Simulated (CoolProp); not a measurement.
Computed with CoolProp (reference Helmholtz-energy equation of state, Akasaka 2015).

Problem. For R245fa, give the phase and the density (kg/m³), cp (kJ/(kg K)), viscosity (µPa s), conductivity (mW/(m K)) at 166.85 °C and 14000 kPa; 166.85 °C and 28100 kPa; 166.85 °C and 33700 kPa.

Solution. 
- 166.85 °C and 14000 kPa: supercritical; density 981, cp 1.58, viscosity 127, conductivity 67.3
- 166.85 °C and 28100 kPa: supercritical; density 1100, cp 1.47, viscosity 175, conductivity 77.4
- 166.85 °C and 33700 kPa: supercritical; density 1120, cp 1.46, viscosity 192, conductivity 80.4

Viscosity comes from a separate model (Bell 2016), an estimate that may be off by 10 % or more. Thermal conductivity comes from a separate model (Huber 2003), an estimate that may be off by 10 % or more.
